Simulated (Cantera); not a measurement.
# Premixed flame

A freely propagating, adiabatic, planar premixed flame of 2.03 % CH₄, 2.03 % C₂H₆, 2.43 % C₃H₈, 19.4 % O₂, 73.0 % N₂, 1.11 % H₂O, unburnt at 523 K and 0.720 bar; mixture-averaged transport, grid criteria slope 0.08 and curve 0.16, no radiation.

Model: GRI-Mech 3.0 (53 species, 325 reactions), integrated in Cantera. GRI-Mech 3.0 was tuned for natural gas; its chemistry of propane as a main component is partial and can be far from experiment. Burning velocities carry a grid error of a few per cent, more on coarse grids.

| z (mm) | T (K) | u (m/s) | x CH₄ | x C₂H₆ | x C₃H₈ | x CO | x CH₃ | x CO₂ |
|---|---|---|---|---|---|---|---|---|
| -1.20 | 523 | 1.14 | 0.0202 | 0.0202 | 0.0243 | 2.74e-6 | <1e-8 | 8.90e-8 |
| -0.803 | 524 | 1.15 | 0.0202 | 0.0202 | 0.0242 | 4.07e-5 | 3.96e-8 | 1.98e-6 |
| -0.602 | 531 | 1.17 | 0.0200 | 0.0201 | 0.0241 | 0.000253 | 2.60e-7 | 1.70e-5 |
| -0.401 | 586 | 1.30 | 0.0194 | 0.0196 | 0.0237 | 0.00229 | 5.80e-6 | 0.000249 |
| -0.201 | 984 | 2.26 | 0.0160 | 0.0150 | 0.0172 | 0.0208 | 0.000654 | 0.00385 |
| -0.100 | 1403 | 3.32 | 0.0115 | 0.00686 | 0.00573 | 0.0463 | 0.00337 | 0.0105 |
| 0 | 1785 | 4.31 | 0.00441 | 0.000522 | 0.000163 | 0.0733 | 0.00300 | 0.0217 |
| 0.100 | 1964 | 4.76 | 0.000644 | 3.67e-6 | 1.76e-7 | 0.0800 | 0.000564 | 0.0346 |
| 0.201 | 2013 | 4.86 | 5.16e-5 | <1e-8 | <1e-8 | 0.0737 | 5.25e-5 | 0.0455 |
| 0.401 | 2046 | 4.91 | 2.53e-7 | <1e-8 | <1e-8 | 0.0634 | 2.88e-7 | 0.0577 |
| 0.803 | 2081 | 4.98 | <1e-8 | <1e-8 | <1e-8 | 0.0580 | <1e-8 | 0.0639 |
| 1.61 | 2127 | 5.07 | <1e-8 | <1e-8 | <1e-8 | 0.0566 | <1e-8 | 0.0658 |
| 3.21 | 2182 | 5.18 | <1e-8 | <1e-8 | <1e-8 | 0.0556 | <1e-8 | 0.0672 |
x: mole fraction of selected species; z is measured from the peak of heat release.

```
Quantity                    Result
------------------------  --------
laminar burning velocity  114 cm/s
thermal thickness         0.401 mm
peak x(CO)                  0.0804
peak x(CH₃)                0.00414
grid points                    151
```
